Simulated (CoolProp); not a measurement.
Vapour pressure (MPa) of acetone: the reference equation beside estimates from Tc = 508.1 K, pc = 4.692 MPa, ω = 0.307.

The numbers come from the reference Helmholtz-energy equation of state, Lemmon 2006 in CoolProp. It is a short technical equation, of lower accuracy than the large ones.

```tsv
T (K)	reference	van der Waals	Peng-Robinson
348.2	0.1861	0.8434	0.1850
361.4	…	…	0.2712
374.7	…	1.221	0.3868
388	0.5366	…	0.5371
401.2	0.7245	1.693	0.7269
414.5	0.9604	1.968	…
427.8	1.250	2.269	1.260
441	1.599	2.595	1.614
454.3	2.020	2.952	…
467.5	2.518	3.334	2.546
```

### Question
Fill in the missing entries.

### Answer

- 361.4, reference: 0.2722
- 361.4, van der Waals: 1.020
- 374.7, reference: 0.3874
- 388, van der Waals: 1.445
- 414.5, Peng-Robinson: 0.9659
- 454.3, Peng-Robinson: 2.042

Absolute difference from the reference over all 10 rows, mean and median: van der Waals 147.3 and 119.3 %, Peng-Robinson 0.6 and 0.6 %.
